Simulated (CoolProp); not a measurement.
Methanol at 298.15 K and 14.6 MPa is throttled through a valve to 2.5 MPa with no heat exchange. Each further row changes one setting.

The numbers come from the reference Helmholtz-energy equation of state, de Reuck 1993 in CoolProp.

```tsv
case	temperature change (K)	final density (kg/m³)
as stated	+4.0	785
outlet pressure 0.75 MPa	+4.5	783
outlet pressure 3.25 MPa	+3.7	786
```
